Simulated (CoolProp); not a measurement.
Properties of ethylene along the isobar 24.7 MPa.

Computed with CoolProp (reference Helmholtz-energy equation of state, Smukala 2000).

| T (°C) | phase | density (kg/m³) | cp (kJ/(kg K)) | cv (kJ/(kg K)) | fugacity coefficient |
|---|---|---|---|---|---|
| -80.05 | liquid | 560.7 | 2.314 | 1.359 | 0.02778 |
| -61.25 | liquid | 537.5 | 2.339 | 1.345 | 0.05376 |
| -42.45 | liquid | 513.6 | 2.383 | 1.346 | 0.09106 |
| -23.75 | liquid | 488.8 | 2.445 | 1.361 | 0.1391 |
| -4.95 | liquid | 462.9 | 2.526 | 1.388 | 0.1968 |
| 13.85 | supercritical | 435.6 | 2.620 | 1.423 | 0.2617 |
| 32.65 | supercritical | 407.1 | 2.723 | 1.467 | 0.3308 |
| 51.45 | supercritical | 377.5 | 2.824 | 1.515 | 0.4013 |
| 70.25 | supercritical | 347.4 | 2.907 | 1.567 | 0.4705 |
| 89.05 | supercritical | 317.9 | 2.955 | 1.620 | 0.5364 |
| 107.85 | supercritical | 290.2 | 2.962 | 1.674 | 0.5973 |
| 126.65 | supercritical | 265.1 | 2.937 | 1.727 | 0.6527 |
